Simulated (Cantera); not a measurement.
## Equilibrium for silicon oxide and oxynitride deposition: SiH₄ + N₂O + O₂

Input: 1 mol SiH₄, 0.38 mol N₂O, a varied amount of O₂, at 1127 °C and 0.100 bar.

Cantera equilibrium calculation (NASA polynomials, part measured and part estimated; ideal gas, pure solids and liquids). Candidate condensed phases: H₂O, Si, SiO₂, Si₂N₂O, Si₃N₄; 35 gas species. Mutual solubility and eutectic melting of coexisting phases are not modelled. The tables hold silica as quartz up to 1696 K and as liquid above; real silica turns to tridymite and cristobalite and melts near 1996 K. Gases not in the tables: Si(OH)₄. The numbers say what is thermodynamically allowed, not how fast it happens.

| n(O₂) (mol) | x H₂ | x H₂O | x O₂ | x N₂ | x SiO | x NO | x OH | x H | n Si(s) | n SiO₂(β-quartz) | n Si₂N₂O(s) |
|---|---|---|---|---|---|---|---|---|---|---|---|
| 0.16 | 0.999 | 1.05e-6 | <1e-12 | 4.98e-8 | 0.000733 | <1e-12 | <1e-12 | 1.54e-5 | 0.0793 | 0.159 | 0.380 |
| 0.29 | 0.984 | 7.11e-5 | <1e-12 | 0.0164 | 1.06e-5 | <1e-12 | 2.19e-11 | 1.53e-5 | 0 | 0.307 | 0.347 |
| 0.53 | 0.912 | 0.000115 | <1e-12 | 0.0881 | 6.07e-6 | <1e-12 | 3.70e-11 | 1.47e-5 | 0 | 0.626 | 0.187 |
| 0.95 | 0.723 | 0.118 | <1e-12 | 0.160 | 4.72e-9 | 1.66e-10 | 4.23e-8 | 1.31e-5 | 0 | 1.00 | 0 |
| 1.7 | 0.0924 | 0.748 | 1.34e-10 | 0.160 | 9.49e-11 | 8.23e-9 | 7.52e-7 | 4.68e-6 | 0 | 1.00 | 0 |
| 3.1 | 1.31e-6 | 0.545 | 0.351 | 0.103 | <1e-12 | 0.000339 | 0.000145 | 1.76e-8 | 0 | 1.00 | 0 |
| 5.6 | 5.91e-7 | 0.324 | 0.614 | 0.0614 | <1e-12 | 0.000346 | 0.000129 | 1.18e-8 | 0 | 1.00 | 0 |
x: gas mole fraction; n: condensed amount in mol.

At 0.16 mol O₂ the condensed part is Si(s) + SiO₂(β-quartz) + Si₂N₂O(s). From 0.29 mol O₂ to 0.53 mol O₂ the condensed part is SiO₂(β-quartz) + Si₂N₂O(s). From 0.95 mol O₂ to 5.6 mol O₂ the condensed part is SiO₂(β-quartz).
